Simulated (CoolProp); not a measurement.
The numbers come from the reference Helmholtz-energy equation of state, Lemmon 2006 in CoolProp. It is a short technical equation, of lower accuracy than the large ones.

For toluene, give the phase and the cp (kJ/(kg K)), cv (kJ/(kg K)), speed of sound (m/s), Prandtl number at 516.4 K and 0.0286 MPa; 325.7 K and 6.73 MPa.


- 516.4 K and 0.0286 MPa: gas; cp 1.90, cv 1.81, speed of sound 220, Prandtl number 0.715
- 325.7 K and 6.73 MPa: liquid; cp 1.78, cv 1.35, speed of sound 1230, Prandtl number 6.15

Viscosity comes from a separate model (Avgeri 2015). Thermal conductivity comes from a separate model (Assael 2012).
